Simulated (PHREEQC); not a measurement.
A made-up water analysis in mg/L, 25 °C, pH 2.41, pe 10.4: Na 788; K 58.1; Ca 266; Mg 9.38; Cl 677; S(6) as SO4 1750; P as PO4 3.32.

Valence states are taken as typed.

The numbers come from PHREEQC with the ion-association model, phreeqc.dat.

Each row changes one thing in this solution. No solid was allowed to form.

| case | ionic strength (mol/kgw) | SO4-2 (mol/kgw) | Ca+2 (mol/kgw) | HSO4- (mol/kgw) | CaSO4 (mol/kgw) | K+ (mol/kgw) | SI of Gypsum (CaSO4:2H2O) | SI of Halite (NaCl) |
|---|---|---|---|---|---|---|---|---|
| as made | 0.0663 | 0.0127 | 0.00467 | 0.00253 | 0.00193 | 0.00144 | -0.38 | -4.95 |
| Ca from 266 to 532 mg/L | 0.0742 | 0.0115 | 0.00977 | 0.00224 | 0.00344 | 0.00145 | -0.13 | -4.96 |
| all concentrations times 3 at the same typed pH | 0.186 | 0.0359 | 0.0124 | ___ | 0.00746 | 0.00419 | +0.22 | -4.08 |
| S(6) from 1750 to 3500 mg/L | ___ | 0.0269 | 0.00385 | 0.00493 | 0.00272 | 0.00140 | -0.23 | ___ |

**Question.** Fill in the missing entries.

**Answer.** 
- all concentrations times 3 at the same typed pH, HSO4- (mol/kgw): 0.00544
- S(6) from 1750 to 3500 mg/L, ionic strength (mol/kgw): 0.0944
- S(6) from 1750 to 3500 mg/L, SI of Halite (NaCl): -4.99

Complexes and solids missing from the database can't appear. Some of these states are supersaturated (in Gypsum, for instance).
